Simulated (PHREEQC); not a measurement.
Consider water at 11 °C with 0.0081 mol/kgw ZnCl2. Closed to the air; pH follows from the charge balance.

Computed with PHREEQC (ion-association model, phreeqc.dat).

| Quantity | Result |
|---|---|
| pH | 5.72 |
| ionic strength | 0.0241 mol/kgw |
| specific conductance | 1270 µS/cm |

```json
[
 {"species": "Cl-", "molality": "0.0161", "activity": "0.0139", "log γ": "-0.065"},
 {"species": "Zn+2", "molality": "0.00799", "activity": "0.00453", "log γ": "-0.247"},
 {"species": "ZnCl+", "molality": "0.000102", "activity": "8.83e-5", "log γ": "-0.064"},
 {"species": "H+", "molality": "2.13e-6", "activity": "1.88e-6", "log γ": "-0.053"},
 {"species": "ZnCl2", "molality": "1.20e-6", "activity": "1.21e-6", "log γ": "0.002"},
 {"species": "ZnOHCl", "molality": "1.10e-6", "activity": "1.10e-6", "log γ": "0.002"},
 {"species": "ZnOH+", "molality": "1.00e-6", "activity": "8.64e-7", "log γ": "-0.063"}
]
```

Precipitation was switched off in this run. Away from 25 °C the constants follow the database's enthalpies or fits; those with neither stay at their 25 °C values.
